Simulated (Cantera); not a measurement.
**Gas activation for diamond growth**

An isothermal, constant-pressure homogeneous reactor starts with CH₄ : H₂ : CO₂ = 0.0053 : 3.7 : 0.022 (molar parts), at 2825 K and 36.0 Torr.

Model: GRI-Mech 3.0 (53 species, 325 reactions), integrated in Cantera. Radical loss at walls, strong at low pressure, is not modelled.

| t (s) | x CH₄ | x H₂ | x CO₂ | x O | x HCO | x C₂H₂ |
|---|---|---|---|---|---|---|
| 5.00e-6 | 0.00139 | 0.992 | 0.00590 | 6.85e-9 | 2.26e-11 | 5.35e-11 |
| 1.35e-5 | 0.00137 | 0.992 | 0.00589 | 6.93e-9 | 9.30e-11 | 1.28e-9 |
| 3.64e-5 | 0.00135 | 0.991 | 0.00584 | 7.58e-9 | 6.25e-10 | 1.57e-8 |
| 9.81e-5 | 0.00129 | 0.988 | 0.00549 | 1.30e-8 | 4.47e-9 | 1.70e-7 |
| 0.000265 | 0.00116 | 0.979 | 0.00358 | 7.89e-8 | 2.38e-8 | 2.33e-6 |
| 0.000714 | 0.000868 | 0.961 | 0.000204 | 7.78e-7 | 6.12e-8 | 3.68e-5 |
| 0.00193 | 0.000317 | 0.933 | 4.92e-6 | 3.41e-6 | 7.55e-8 | 0.000280 |
| 0.00519 | 4.03e-5 | 0.896 | 4.80e-6 | 9.29e-6 | 4.43e-8 | 0.000300 |
| 0.0140 | 8.41e-7 | 0.831 | 4.47e-6 | 2.54e-5 | 2.05e-8 | 8.61e-6 |
| 0.0378 | 5.77e-12 | 0.730 | 4.28e-6 | 7.84e-5 | 1.20e-8 | <1e-12 |
| 0.102 | 1.59e-12 | 0.664 | 4.13e-6 | 0.000136 | 9.23e-9 | <1e-12 |
| 0.275 | 1.41e-12 | 0.657 | 4.11e-6 | 0.000144 | 9.00e-9 | <1e-12 |
| 0.741 | 1.41e-12 | 0.657 | 4.11e-6 | 0.000144 | 9.00e-9 | <1e-12 |
| 2.00 | 1.41e-12 | 0.657 | 4.11e-6 | 0.000144 | 9.00e-9 | <1e-12 |
x: mole fraction; the columns are a selection and need not sum to one.

Equilibrium at this temperature and pressure: CH₄ 1.43e-12, H₂ 0.657, CO₂ 4.11e-6, O 0.000144, HCO 9.00e-9, C₂H₂ <1e-12 (gas phase only).
